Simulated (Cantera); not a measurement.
Cantera run:

```python
import numpy as np
import cantera as ct

gas_names = """
    H HNO HNO2 HNO3 HO2 H2 H2O H2O2 N NH NH2 NH3 NH2OH NO NO2 NO3 N2 N2H2 N2H4 N2O O OH O2 O3 Si SiH
    SiH2 SiH3 SiH4 SiN SiO SiO2 Si2 Si2N Si3
""".split()
cond_names = """
    H2O(s) H2O(L) Si(cr) Si(L) SiO2(Lqz) SiO2(hqz) SiO2(L) Si2N2O(s) Si3N4(a)
""".split()


# ... load() reads the species with a 1 bar reference pressure and builds the phases ...
atoms = {
    'SiH4': {'Si': 1, 'H': 4},
    'O2': {'O': 2},
    'N2': {'N': 2},
}
top_T = {'Si2N2O(s)': 2100, 'Si3N4(a)': 2400}  # K; cautious upper limits of use, not melting points


# ... equilibrate(T, P, feed) seeds the gas with the atoms and calls Mixture.equilibrate('TP', solver="vcs", rtol=1e-11, max_steps=5000) ...
results = []
T = 573.15  # K
P = 15000  # Pa
for m in [2.1, 2.7, 3.4, 4.3, 5.4, 6.9, 8.7, 11, 14, 18, 22, 28]:
    feed = {'SiH4': 1, 'O2': m, 'N2': 2.8}  # mol
    mix = equilibrate(T, P, feed)
    results.append((T, P, feed, dict(zip(mix.species_names, mix.species_moles))))
    x = sorted(zip(gas.X, gas.species_names), reverse=True)
    print(f"T = {T:g} K  P = {P:g} Pa  n(O2) = {m:g} mol  gas = {mix.phase_moles(0):.4g} mol")
    print("   x: " + "  ".join(f"{s} {v:.3e}" for v, s in x if v > 0.0001))
    print("   condensed (mol): " + ("  ".join(f"{mix.phase(i).name} {mix.phase_moles(i):.4g}"
          for i in range(1, mix.n_phases) if mix.phase_moles(i) > 1e-12) or "none"))
```

It prints:

```
T = 573.15 K  P = 15000 Pa  n(O2) = 2.1 mol  gas = 4.9 mol
   x: N2 5.714e-01  H2O 4.082e-01  O2 2.041e-02
   condensed (mol): SiO2(Lqz) 1
T = 573.15 K  P = 15000 Pa  n(O2) = 2.7 mol  gas = 5.5 mol
   x: N2 5.091e-01  H2O 3.636e-01  O2 1.273e-01
   condensed (mol): SiO2(Lqz) 1
T = 573.15 K  P = 15000 Pa  n(O2) = 3.4 mol  gas = 6.2 mol
   x: N2 4.516e-01  H2O 3.226e-01  O2 2.258e-01
   condensed (mol): SiO2(Lqz) 1
T = 573.15 K  P = 15000 Pa  n(O2) = 4.3 mol  gas = 7.1 mol
   x: N2 3.944e-01  O2 3.239e-01  H2O 2.817e-01
   condensed (mol): SiO2(Lqz) 1
T = 573.15 K  P = 15000 Pa  n(O2) = 5.4 mol  gas = 8.2 mol
   x: O2 4.146e-01  N2 3.415e-01  H2O 2.439e-01
   condensed (mol): SiO2(Lqz) 1
T = 573.15 K  P = 15000 Pa  n(O2) = 6.9 mol  gas = 9.7 mol
   x: O2 5.052e-01  N2 2.887e-01  H2O 2.062e-01
   condensed (mol): SiO2(Lqz) 1
T = 573.15 K  P = 15000 Pa  n(O2) = 8.7 mol  gas = 11.5 mol
   x: O2 5.826e-01  N2 2.435e-01  H2O 1.739e-01
   condensed (mol): SiO2(Lqz) 1
T = 573.15 K  P = 15000 Pa  n(O2) = 11 mol  gas = 13.8 mol
   x: O2 6.522e-01  N2 2.029e-01  H2O 1.449e-01
   condensed (mol): SiO2(Lqz) 1
T = 573.15 K  P = 15000 Pa  n(O2) = 14 mol  gas = 16.8 mol
   x: O2 7.143e-01  N2 1.667e-01  H2O 1.190e-01
   condensed (mol): SiO2(Lqz) 1
T = 573.15 K  P = 15000 Pa  n(O2) = 18 mol  gas = 20.8 mol
   x: O2 7.692e-01  N2 1.346e-01  H2O 9.615e-02
   condensed (mol): SiO2(Lqz) 1
T = 573.15 K  P = 15000 Pa  n(O2) = 22 mol  gas = 24.8 mol
   x: O2 8.065e-01  N2 1.129e-01  H2O 8.065e-02
   condensed (mol): SiO2(Lqz) 1
T = 573.15 K  P = 15000 Pa  n(O2) = 28 mol  gas = 30.8 mol
   x: O2 8.442e-01  N2 9.091e-02  H2O 6.494e-02
   condensed (mol): SiO2(Lqz) 1
```

Cantera equilibrium calculation (NASA polynomials, part measured and part estimated; ideal gas, pure solids and liquids).
